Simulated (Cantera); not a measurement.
A freely propagating, adiabatic, planar premixed flame of H2 : O2 : N2 = 1 : 0.633 : 2.38 (molar parts), equivalence ratio 0.79, unburnt at 625 K and 6.60 bar; multicomponent+Soret transport, grid criteria slope 0.08 and curve 0.16, no radiation.

Model: the H2/O2 subset of GRI-Mech 3.0, which has no nitrogen chemistry, integrated in Cantera. The hydrogen kinetics of GRI-Mech 3.0 are dated; newer H2 mechanisms differ, most at raised pressure. Burning velocities carry a grid error of a few per cent, more on coarse grids.

x: mole fraction of selected species; z is measured from the peak of heat release.

```tsv
z (mm)	T (K)	u (m/s)	x H2	x O2	x H2O2	x H	x HO2	x O
-0.124	625	4.53	0.249	0.158	<1e-8	<1e-8	<1e-8	<1e-8
-0.0826	625	4.53	0.248	0.158	<1e-8	<1e-8	9.06e-8	<1e-8
-0.0619	625	4.52	0.246	0.158	4.54e-8	<1e-8	7.27e-7	<1e-8
-0.0413	628	4.49	0.238	0.160	8.39e-7	<1e-8	1.31e-5	1.24e-7
-0.0206	(withheld)	4.82	0.195	0.166	4.70e-5	5.16e-5	0.000667	1.68e-5
-0.0103	(withheld)	6.63	0.149	0.154	0.000109	0.00175	0.000880	0.000419
0	(withheld)	9.29	0.0913	0.118	2.70e-5	0.00873	0.000466	0.00301
0.0103	(withheld)	11.2	0.0461	0.0786	5.58e-6	0.0140	0.000240	0.00632
0.0206	(withheld)	12.3	0.0265	0.0587	3.54e-6	0.0133	0.000138	0.00753
0.0413	2076	13.4	0.0160	0.0479	2.25e-6	0.00844	7.07e-5	0.00636
0.0826	2218	14.2	0.0101	0.0440	1.50e-6	0.00375	3.44e-5	0.00377
0.165	2310	14.7	0.00530	0.0422	1.04e-6	0.00130	1.66e-5	0.00186
0.330	2355	15.0	0.00265	0.0417	8.17e-7	0.000449	9.93e-6	0.000934
```

Problem. Complete the blanks.

Solution. 
- -0.0206, T (K): 705
- -0.0103, T (K): 1000
- 0, T (K): 1422
- 0.0103, T (K): 1727
- 0.0206, T (K): 1902
